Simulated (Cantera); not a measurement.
# Ignition delay

Mixture: CH4 : C2H6 : C3H8 : O2 : N2 = 1 : 0.27 : 0.051 : 1.6 : 6.02 (molar parts), at 40.0 bar, adiabatic and at constant pressure. Ignition delay is the time to a rise of 400 K.

Model: GRI-Mech 3.0 (53 species, 325 reactions), integrated in Cantera. The pressure lies above the range GRI-Mech 3.0 was tuned for (to about 10 atm).

| T0 (K) | delay (ms) |
|---|---|
| 1075 | 1.42 |
| 1175 | 0.301 |
| 1275 | 0.0847 |
| 1375 | 0.0301 |
| 1475 | 0.0127 |
| 1575 | 0.00606 |
| 1675 | 0.00315 |
| 1775 | 0.00177 |

The apparent activation energy between 1575 and 1775 K is 140 kJ/mol.
